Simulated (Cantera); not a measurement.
Input: 1 mol SiCl4, 1.4 mol O3, held at 1550 K and 0.133 bar.

Equilibrium computed with Cantera from the NASA thermochemical tables; the gas is ideal and each condensed phase is pure. Candidate condensed phases: Si, SiO2; 15 gas species. The tables hold silica as quartz up to 1696 K and as liquid above; real silica turns to tridymite and cristobalite and melts near 1996 K. Equilibrium is a limit: real reactors are often held back by kinetics, nucleation or transport.

Base state: Cl2 0.514, O2 0.326, Cl 0.159, ClO 0.000766, O 1.22e-5 (mole fractions); condensed: SiO2(β-quartz).

What changes in the equilibrium state with this change: temperature from 1550 K to 548.15 K?


```csv
species,before,after
Cl2,0.514,0.645
O2,0.326,0.355
Cl,0.159,4.21e-9
ClO,0.000766,<1e-9
O,1.22e-5,<1e-9
"SiO2(β-quartz), mol",1.000,0
"SiO2(α-quartz), mol",0,1.00
```

What changes in the equilibrium state with this change: SiCl4 replaced by SiF4?


| species | before | after |
|---|---|---|
| O2 | 0.326 | 0.677 |
| SiF4 | 0 | 0.323 |
| O | 1.22e-5 | 1.76e-5 |
| Cl2 | 0.514 | 0 |
| Cl | 0.159 | 0 |
| ClO | 0.000766 | 0 |
| SiO2(β-quartz), mol | 1.000 | 0 |

What changes in the equilibrium state with this change: temperature from 1550 K to 1000 K?


```tsv
species	before	after
Cl2	0.514	0.644
O2	0.326	0.355
Cl	0.159	0.000854
O	1.22e-5	<1e-9
ClO	0.000766	1.16e-5
SiO2(β-quartz), mol	1.000	1.00
```
